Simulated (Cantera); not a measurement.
Charge: 1 mol Nb₂O₅, 0.84 mol H₂, held at 1 atm.

Cantera equilibrium calculation (NASA polynomials, part measured and part estimated; ideal gas, pure solids and liquids). Candidate condensed phases: H₂O, Nb, NbO, NbO₂, Nb₂O₅; 12 gas species. Mutual solubility and eutectic melting of coexisting phases are not modelled. Condensed phases not in the tables: the oxides between NbO₂ and Nb₂O₅. Rates play no part.

Problem. At 1625 K, list the 3 most abundant gas species with their mole fractions, and the condensed phases.

Solution. H₂ 0.870, H₂O 0.130, H 6.54e-5. Condensed: NbO₂(s) + Nb₂O₅(s).
